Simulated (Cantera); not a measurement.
A Cantera script and what it prints.

```python
import numpy as np
import cantera as ct

gas_names = [...]  # 113 gases of nasa_gas.yaml made of C, H, O, Ti
cond_names = """
    C(gr) C6H6(L) C7H8(L) C8H18(L),n-octa H2O(s) H2O(L) Ti(a) Ti(b) Ti(L) TiC(s) TiC(L) TiO(a) TiO(b)
    TiO(L) TiO2(ru) TiO2(L) Ti2O3(a) Ti2O3(b) Ti2O3(L) Ti3O5(a) Ti3O5(b) Ti3O5(L) Ti4O7(s) Ti4O7(L)
""".split()


# ... load() reads the species with a 1 bar reference pressure and builds the phases ...
atoms = {
    'Ti(OiPr)4': {'Ti': 1, 'C': 12, 'H': 28, 'O': 4},
    'H2': {'H': 2},
    'C3H8': {'C': 3, 'H': 8},
}
top_T = {'C(gr)': 4500}  # K; cautious upper limits of use, not melting points


# ... equilibrate(T, P, feed) seeds the gas with the atoms and calls Mixture.equilibrate('TP', solver="vcs", rtol=1e-11, max_steps=5000) ...
results = []
feed = {'Ti(OiPr)4': 1, 'H2': 50, 'C3H8': 0.58}  # mol
P = 13332.2  # Pa
for T in [1273, 1323, 1373, 1423, 1473, 1523, 1573, 1623, 1673]:
    mix = equilibrate(T, P, feed)
    results.append((T, P, feed, dict(zip(mix.species_names, mix.species_moles))))

top = {s: max(r[3][s] / sum(r[3][g] for g in gas_names) for r in results) for s in gas_names}
cols = sorted((s for s in top if top[s] > 0.0001), key=lambda s: -top[s])[:6]
seen = [c for c in cond_names if any(r[3].get(c, 0) > 1e-12 for r in results)]
print("log10 of partial pressures in bar; condensed amounts in mol")
print(f"{'T/K':>10s}" + "".join(f"{s[:9]:>10s}" for s in cols + seen))
for T, P, feed, n in results:
    ng = sum(n[g] for g in gas_names)
    print(f"{T:10.4g}" + "".join(f"{np.log10(max(n[s] / ng * P / 1e5, 1e-99)):10.3f}" for s in cols)
          + "".join(f"{n.get(c, 0):10.4g}" for c in seen))
```

It prints:

```
log10 of partial pressures in bar; condensed amounts in mol
       T/K        H2        CO       CH4         H     C(gr)    TiC(s)  Ti3O5(b)
      1273    -0.897    -2.197    -3.821    -6.595      9.75    0.5935    0.1355
      1323    -0.901    -2.120    -3.970    -6.250     8.687         1         0
      1373    -0.901    -2.120    -4.100    -5.928       8.7         1         0
      1423    -0.901    -2.120    -4.221    -5.628     8.709         1         0
      1473    -0.901    -2.120    -4.334    -5.348     8.716         1         0
      1523    -0.901    -2.120    -4.439    -5.087      8.72         1         0
      1573    -0.901    -2.120    -4.538    -4.841     8.722         1         0
      1623    -0.901    -2.120    -4.630    -4.611     8.723         1         0
      1673    -0.901    -2.120    -4.717    -4.394     8.722         1         0
```

These are equilibrium values from Cantera (NASA tables, ideal gas, pure condensed phases), not measurements of a reactor. The feed counts by its element totals alone. Mutual solubility and eutectic melting of coexisting phases are not modelled. TiC: taken at fixed stoichiometry.
